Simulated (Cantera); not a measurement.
Mixture: 9.70 % CO, 3.30 % H₂, 2.42 % CH₄, 16.2 % O₂, 60.9 % N₂, 7.47 % H₂O, equivalence ratio 0.70, at 500000 Pa, adiabatic and at constant pressure. Ignition delay is the time to a rise of 400 K.

Model: GRI-Mech 3.0 (53 species, 325 reactions), integrated in Cantera.

**Question.** Predict: delay at 1123 K; delay at 1173 K; delay at 1223 K; delay at 1273 K; delay at 1323 K; delay at 1373 K; delay at 1423 K; apparent activation energy between 1323 and 1423 K.

**Answer.** 
| Property | Result |
|---|---|
| delay at 1123 K | 0.801 ms |
| delay at 1173 K | 0.365 ms |
| delay at 1223 K | 0.193 ms |
| delay at 1273 K | 0.113 ms |
| delay at 1323 K | 71.4 µs |
| delay at 1373 K | 47.8 µs |
| delay at 1423 K | 33.6 µs |
| apparent activation energy between 1323 and 1423 K | 120 kJ/mol |
